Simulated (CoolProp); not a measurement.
Properties of carbon dioxide along the isotherm 177.65 °C.

The numbers come from the reference Helmholtz-energy equation of state, Span 1996 in CoolProp.

```tsv
p (MPa)	phase	cp (kJ/(kg K))	speed of sound (m/s)	expansivity (1/kK)	viscosity (µPa s)	fugacity coefficient
2.31	gas	1.022	321.2	2.466	22.2	0.9740
4.61	gas	1.070	318.3	2.734	22.6	0.9492
6.92	gas	1.123	316.2	3.023	23.2	0.9253
9.22	supercritical	1.181	315.1	3.324	23.8	0.9026
11.5	supercritical	1.242	315.2	3.626	24.6	0.8813
13.8	supercritical	1.306	316.8	3.919	25.5	0.8609
16.1	supercritical	1.369	319.9	4.185	26.6	0.8418
18.4	supercritical	1.430	324.8	4.405	27.9	0.8240
```

Viscosity comes from a separate model (Laesecke 2017).
